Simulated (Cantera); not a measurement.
## Thermodynamics of metals in furnace atmospheres, feed Cu + O2 + CO

Charge: 1 mol Cu, 0.0042 mol O2, a varied amount of CO, equilibrated at 1152 °C and 1 atm.

These are equilibrium values from Cantera (NASA tables, ideal gas, pure condensed phases), not measurements of a reactor. Candidate condensed phases: C, Cu, CuO, Cu2O; 15 gas species. Kinetics and transport are ignored.

```tsv
n(CO) (mol)	log p CO	log p CO2	log p Cu	n Cu(l)	n C(graphite)
0.96	0.00	-2.05	-5.66	1.000	0
1.3	0.00	-2.18	-5.66	1.000	0
1.9	0.00	-2.35	-5.66	1.000	0
2.6	0.00	-2.48	-5.66	1.000	0
3.6	0.00	-2.63	-5.66	1.000	0
5	0.00	-2.77	-5.66	1.000	0
7	0.01	-2.86	-5.66	1.000	0.00104
9.8	0.01	-2.86	-5.66	1.000	0.00482
14	0.01	-2.86	-5.66	1.000	0.0105
19	0.01	-2.86	-5.66	1.000	0.0172
27	0.01	-2.86	-5.66	1.000	0.0280
37	0.01	-2.86	-5.66	1.000	0.0415
```
log p: log10 of the partial pressure in bar; n: condensed amount in mol.

From 0.96 mol CO to 5 mol CO the condensed part is Cu(l). From 7 mol CO to 37 mol CO the condensed part is C(graphite) + Cu(l). The main Cu-bearing gas is Cu throughout.
